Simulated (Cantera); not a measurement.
**Carbon deposition, reforming and gasification: C + H2**

Charge: 1 mol C, a varied amount of H2, equilibrated at 848 K and 1.00 bar.

These are equilibrium values from Cantera (NASA tables, ideal gas, pure condensed phases), not measurements of a reactor. Candidate condensed phases: C, C6H6, C7H8, C8H18; 76 gas species. The numbers say what is thermodynamically allowed, not how fast it happens.

```csv
n(H2) (mol),x H2,x CH4,x C2H6,x C2H4,n C(graphite)
1,0.693,0.307,5.03e-6,1.22e-7,0.765
1.3,0.693,0.307,5.03e-6,1.22e-7,0.694
1.7,0.693,0.307,5.03e-6,1.22e-7,0.600
2.1,0.693,0.307,5.03e-6,1.22e-7,0.506
2.7,0.693,0.307,5.03e-6,1.22e-7,0.365
3.5,0.693,0.307,5.03e-6,1.22e-7,0.177
4.4,0.706,0.294,4.52e-6,1.08e-7,0
```
x: gas mole fraction; n: condensed amount in mol.

From 1 mol H2 to 3.5 mol H2 the condensed part is C(graphite). At 4.4 mol H2 nothing is condensed. The main C-bearing gas is CH4 throughout. The share of C in condensed phases is highest at 1 mol H2 (76.5 %) and lowest at 4.4 mol H2 (0.0 %).
